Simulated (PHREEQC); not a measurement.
Make-up at 25 °C: 2.2 mol/kgw KOH and 0.93 mol/kgw NaCl. Closed to the air; pH follows from the charge balance.

Model: Pitzer model, pitzer.dat, run in PHREEQC.

Problem. The ionic strength comes out as 3.13 mol/kgw. What activity coefficients do Cl-, K+, Na+, OH- get?

Solution. Cl- 0.57, K+ 0.71, Na+ 0.59, OH- 1.1. Single-ion values are on the MacInnes scale.

Precipitation was switched off in this run. Complexes and solids missing from the database can't appear. In brines, pH and single-ion activities rest on the MacInnes convention.
